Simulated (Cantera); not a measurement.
## Equilibrium for silicon carbide growth: SiH₂Cl₂ + CH₄ + H₂ + HCl

Input: 1 mol SiH₂Cl₂, 1.9 mol CH₄, 110 mol H₂, 0.0034 mol HCl, at 0.100 bar.

These are equilibrium values from Cantera (NASA tables, ideal gas, pure condensed phases), not measurements of a reactor. Candidate condensed phases: C, C₆H₆, C₇H₈, C₈H₁₈, Si, SiC; 109 gas species. The tables' values for SiCl are old estimates; treat these amounts as uncertain. Gases not in the tables: Si₂H₆ and higher silanes. Equilibrium is a limit: real reactors are often held back by kinetics, nucleation or transport.

From 1098 K to 2298 K the condensed part is C(graphite) + SiC(s). At 2448 K nothing is condensed. The main Si-bearing gas is SiCl₄ at 1098 K and Si at 2448 K.

```json
[
 {"T (K)": "1098", "x H₂": "0.979", "x H": "7.74e-8", "x HCl": "0.0173", "x C₂H₂ (acetylene)": "1.25e-8", "n C(graphite)": "0.496", "n SiC(s)": "1.000"},
 {"T (K)": "1248", "x H₂": "0.982", "x H": "1.46e-6", "x HCl": "0.0173", "x C₂H₂ (acetylene)": "2.39e-7", "n C(graphite)": "0.776", "n SiC(s)": "1.000"},
 {"T (K)": "1398", "x H₂": "0.982", "x H": "1.48e-5", "x HCl": "0.0173", "x C₂H₂ (acetylene)": "2.41e-6", "n C(graphite)": "0.851", "n SiC(s)": "0.999"},
 {"T (K)": "1548", "x H₂": "0.982", "x H": "9.65e-5", "x HCl": "0.0173", "x C₂H₂ (acetylene)": "1.54e-5", "n C(graphite)": "0.874", "n SiC(s)": "0.999"},
 {"T (K)": "1698", "x H₂": "0.982", "x H": "0.000453", "x HCl": "0.0173", "x C₂H₂ (acetylene)": "7.08e-5", "n C(graphite)": "0.873", "n SiC(s)": "0.998"},
 {"T (K)": "1848", "x H₂": "0.981", "x H": "0.00166", "x HCl": "0.0172", "x C₂H₂ (acetylene)": "0.000253", "n C(graphite)": "0.837", "n SiC(s)": "0.996"},
 {"T (K)": "1998", "x H₂": "0.977", "x H": "0.00501", "x HCl": "0.0171", "x C₂H₂ (acetylene)": "0.000741", "n C(graphite)": "0.731", "n SiC(s)": "0.991"},
 {"T (K)": "2148", "x H₂": "0.968", "x H": "0.0130", "x HCl": "0.0169", "x C₂H₂ (acetylene)": "0.00185", "n C(graphite)": "0.500", "n SiC(s)": "0.958"},
 {"T (K)": "2298", "x H₂": "0.948", "x H": "0.0295", "x HCl": "0.0164", "x C₂H₂ (acetylene)": "0.00405", "n C(graphite)": "0.122", "n SiC(s)": "0.759"},
 {"T (K)": "2448", "x H₂": "0.909", "x H": "0.0600", "x HCl": "0.0156", "x C₂H₂ (acetylene)": "0.00655", "n C(graphite)": "0", "n SiC(s)": "0"}
]
```
x: gas mole fraction; n: condensed amount in mol.
